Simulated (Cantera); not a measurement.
Cantera with NASA thermochemical tables; ideal gases at 1 bar, condensed phases pure. Values are per mole of reaction as written; species without (g) are pure solids or liquids, kept so even where they would boil at 1 bar.

3 C + 8 H(g) → C3H8(g)

```tsv
T (K)	ΔH° (kJ)	ΔS° (J/K)	ΔG° (kJ)	log10 K
1850	(withheld)	(withheld)	(withheld)	(withheld)
1900	-1940.8	-799.5	-421.8	11.60
1950	(withheld)	(withheld)	(withheld)	(withheld)
2000	-1942.8	-800.5	-341.8	8.93
2050	(withheld)	(withheld)	(withheld)	(withheld)
2100	(withheld)	(withheld)	(withheld)	(withheld)
2150	-1945.5	-801.8	-221.6	5.38
2200	-1946.3	-802.2	-181.5	4.31
2250	-1947.1	-802.5	-141.4	3.28
2300	-1947.8	-802.8	-101.3	2.30
```

Task: What belongs in the gaps?

Result: 
- 1850, ΔH° (kJ): -1939.7
- 1850, ΔS° (J/K): -798.9
- 1850, ΔG° (kJ): -461.8
- 1850, log10 K: 13.04
- 1950, ΔH° (kJ): -1941.8
- 1950, ΔS° (J/K): -800.0
- 1950, ΔG° (kJ): -381.8
- 1950, log10 K: 10.23
- 2050, ΔH° (kJ): -1943.8
- 2050, ΔS° (J/K): -801.0
- 2050, ΔG° (kJ): -301.8
- 2050, log10 K: 7.69
- 2100, ΔH° (kJ): -1944.7
- 2100, ΔS° (J/K): -801.4
- 2100, ΔG° (kJ): -261.7
- 2100, log10 K: 6.51
